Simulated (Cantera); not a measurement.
Charge: 1 mol Si, 1.6 mol HCl, 5.5 mol H₂, at 1475 K and 18000 Torr.

Cantera equilibrium calculation (NASA polynomials, part measured and part estimated; ideal gas, pure solids and liquids). Candidate condensed phases: Si; 19 gas species. The tables' values for SiCl₃ are old estimates; treat these amounts as uncertain. Gases not in the tables: Si₂H₆ and higher silanes. Equilibrium is a limit: real reactors are often held back by kinetics, nucleation or transport.

Base state: H₂ 0.888, HCl 0.0482, SiHCl₃ 0.0263, SiCl₄ 0.0151, SiCl₂ 0.00822, SiH₂Cl₂ 0.00722, SiCl₃ 0.00604, SiH₃Cl 0.000577 (mole fractions); condensed: Si(s).

### Question
What changes in the equilibrium state with this change: pressure from 18000 Torr to 2400 Torr?

### Answer
```tsv
species	before	after
H₂	0.888	0.869
HCl	0.0482	0.0745
SiCl₂	0.00822	0.0201
SiHCl₃	0.0263	0.0133
SiCl₄	0.0151	0.0120
SiH₄	1.88e-5	2.41e-6
SiH₃Cl	0.000577	0.000117
Si(s), mol	0.571	0.613
```
